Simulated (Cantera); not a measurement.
A perfectly stirred reactor is fed with 38.6 % CH4, 57.8 % CO2, 3.59 % H2, at 0.276 atm; it is held at 1850 K, and followed from long to short residence time.

Model: GRI-Mech 3.0 (53 species, 325 reactions), integrated in Cantera.

x: mole fraction; the columns are a selection and need not sum to one.

```tsv
τ (s)	x CH4	x CO2	x H2	x H	x OH
2.3	0.00560	0.0367	0.348	0.000579	___
0.60	0.0108	0.0519	0.312	0.000537	___
0.16	0.0195	0.0825	0.259	0.000465	___
0.041	0.0379	0.145	0.208	0.000364	___
0.011	0.0835	0.262	0.193	0.000285	___
0.0028	0.178	0.421	0.184	0.000224	___
0.00075	0.285	0.526	0.118	0.000136	___
0.00020	0.363	0.570	0.0520	4.98e-5	___
```

Task: What belongs in the gaps?

Result: 
- 2.3, x OH: 1.23e-5
- 0.60, x OH: 1.65e-5
- 0.16, x OH: 2.27e-5
- 0.041, x OH: 2.68e-5
- 0.011, x OH: 2.07e-5
- 0.0028, x OH: 9.93e-6
- 0.00075, x OH: 4.17e-6
- 0.00020, x OH: 1.35e-6
